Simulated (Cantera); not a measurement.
Input: 1 mol Ta, 1.2 mol H2O, 170 mol H2, at 1825 K and 10.0 mbar.

Equilibrium computed with Cantera from the NASA thermochemical tables; the gas is ideal and each condensed phase is pure. Candidate condensed phases: H2O, Ta, Ta2O5; 12 gas species. Mutual solubility and eutectic melting of coexisting phases are not modelled. Condensed phases not in the tables: N, O or C dissolved in the metal. Equilibrium is a limit: real reactors are often held back by kinetics, nucleation or transport.

### Question
What is the equilibrium state?

### Answer
| Quantity | Result |
|---|---|
| x(H2) | 0.995 |
| x(H) | 0.00439 |
| x(H2O) | 0.000784 |
| x(TaO2) | 3.69e-6 |
| n(Ta(s)) | 0.574 mol |
| n(Ta2O5(s)) | 0.213 mol |
| gas amount | 171.6 mol |
